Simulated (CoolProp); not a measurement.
Model: reference Helmholtz-energy equation of state, Rui 2013, in CoolProp.

**Question.** Give the vapour pressure (MPa), liquid density (kg/m³), enthalpy of vaporisation (kJ/kg), vapour Z of saturated R236EA at 314.7 K.

**Answer.** 
| T (K) | p (MPa) | liquid density (kg/m³) | enthalpy of vaporisation (kJ/kg) | vapour Z |
|---|---|---|---|---|
| 314.7 | 0.354 | 1370 | 146 | 0.895 |
